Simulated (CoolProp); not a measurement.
Ethane at 396.61 K and 1.33 MPa flows at 0.85 m/s in a round tube of 6 mm bore and 1.5 µm roughness, fully developed (64/Re and Nu = 3.66 if laminar; Colebrook and Gnielinski if turbulent). Each further row changes one setting.

Model: reference Helmholtz-energy equation of state, Bücker 2006, in CoolProp.

```tsv
case	Reynolds number	Darcy friction factor	pressure drop (Pa/m)	heat-transfer coefficient (W/(m² K))	mass flow (kg/h)
as stated	5190	0.0373	28.4	105	1.09
velocity 1.7 m/s	10400	0.0310	94.2	193	2.19
diameter 12 mm	10400	0.0308	11.7	95.6	4.37
```

Viscosity comes from a separate model (Friend 1991). Thermal conductivity comes from a separate model (Friend 1991).
